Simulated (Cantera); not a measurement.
An isothermal, constant-pressure homogeneous reactor starts with 20.4 % C₂H₆, 79.6 % H₂, at 1323 K and 0.0640 bar.

Model: GRI-Mech 3.0 (53 species, 325 reactions), integrated in Cantera. GRI-Mech 3.0 stops at C3 and has no aromatics, soot or wall deposition, so with more carbon than oxygen in the feed, carbon stays in small species such as C2H2 where larger ones or solid carbon would form.

### Question
Predict: x(C₂H₆) at 100 s; x(H₂) at 100 s; x(C₂H₄) at 100 s; x(C₂H₂) at 100 s; x(CH₄) at 100 s.

### Answer
x(C₂H₆) at 100 s: 2.12e-5 (gas-phase equilibrium 2.11e-5)
x(H₂) at 100 s: 0.794 (gas-phase equilibrium 0.787)
x(C₂H₄) at 100 s: 0.0109 (gas-phase equilibrium 0.0105)
x(C₂H₂) at 100 s: 0.103 (gas-phase equilibrium 0.0991)
x(CH₄) at 100 s: 0.0922 (gas-phase equilibrium 0.104)
